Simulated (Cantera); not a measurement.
A Cantera script and its output.

```python
import numpy as np
import cantera as ct

gas = ct.Solution("gri30.yaml")
gas.TPX = 2000, 29000, {'CH4': 1, 'H2O': 0.94, 'N2': 0.071}
reactor = ct.IdealGasConstPressureReactor(gas, energy="off", clone=False)
net = ct.ReactorNet([reactor])
net.rtol, net.atol = 1e-08, 1e-18
show = ['CH4', 'H2O', 'CH2CO', 'C2H2', 'C2H4', 'O', 'CO2']
times = np.geomspace(0.0004, 100, 11)

steps = ct.SolutionArray(gas, extra=["t"])
rows = []
print(f"{'t/s':>10s}{'T/K':>9s}{'P/Pa':>11s}" + "".join(f"{s:>11s}" for s in show))
for t in times:
    while net.time < t:
        t_next = net.step()
        steps.append(gas.state, t=t_next)
    rows.append([np.interp(t, steps.t, y) for y in (steps.T, steps.P, *steps(*show).X.T)])
    print(f"{t:10.3e}{rows[-1][0]:9.1f}{rows[-1][1]:11.4g}" + "".join(f"{x:11.3e}" for x in rows[-1][2:]))
rate = np.gradient(steps.T, steps.t)
print("integrator steps:", len(steps.t))
if steps.T.max() > steps.T[0] + 200:
    print(f"time of steepest temperature rise: {steps.t[rate.argmax()]:.4e} s")
gas.TPX = 2000, 29000, {'CH4': 1, 'H2O': 0.94, 'N2': 0.071}
gas.equilibrate("TP")
print(f"equilibrium (TP): T = {gas.T:.1f} K  " + "  ".join(f"{s} {gas[s].X[0]:.3e}" for s in show))
```

It prints:

```
       t/s      T/K       P/Pa        CH4        H2O      CH2CO       C2H2       C2H4          O        CO2
 4.000e-04   2000.0    2.9e+04  1.194e-01  3.437e-01  1.963e-04  1.140e-01  5.090e-03  1.181e-07  1.158e-04
 1.386e-03   2000.0    2.9e+04  3.833e-02  2.989e-01  2.051e-04  1.387e-01  6.511e-04  1.134e-07  9.682e-04
 4.804e-03   2000.0    2.9e+04  1.633e-02  2.434e-01  1.495e-04  1.242e-01  2.315e-04  1.179e-07  4.062e-03
 1.665e-02   2000.0    2.9e+04  1.147e-02  1.581e-01  6.494e-05  8.467e-02  1.429e-04  8.641e-08  6.129e-03
 5.771e-02   2000.0    2.9e+04  6.402e-03  7.465e-02  1.635e-05  4.418e-02  6.956e-05  4.895e-08  4.245e-03
 2.000e-01   2000.0    2.9e+04  2.672e-03  2.460e-02  2.615e-06  1.946e-02  2.889e-05  1.897e-08  1.634e-03
 6.931e-01   2000.0    2.9e+04  9.105e-04  4.708e-03  3.312e-07  9.642e-03  1.387e-05  3.931e-09  3.296e-04
 2.402e+00   2000.0    2.9e+04  2.867e-04  1.602e-04  4.095e-08  7.502e-03  1.070e-05  1.364e-10  1.134e-05
 8.326e+00   2000.0    2.9e+04  2.396e-04  1.790e-06  2.940e-08  7.437e-03  1.061e-05  1.634e-12  1.266e-07
 2.885e+01   2000.0    2.9e+04  2.394e-04  1.787e-06  2.938e-08  7.428e-03  1.059e-05  1.631e-12  1.264e-07
 1.000e+02   2000.0    2.9e+04  2.389e-04  1.790e-06  2.931e-08  7.394e-03  1.054e-05  1.634e-12  1.266e-07
integrator steps: 1878
equilibrium (TP): T = 2000.0 K  CH4 1.888e-04  H2O 2.048e-06  CH2CO 2.316e-08  C2H2 4.613e-03  C2H4 6.579e-06  O 1.881e-12  CO2 1.448e-07
```

Cantera simulation using GRI-Mech 3.0 (53 species, 325 reactions); the numbers are that mechanism's predictions, not measurements.
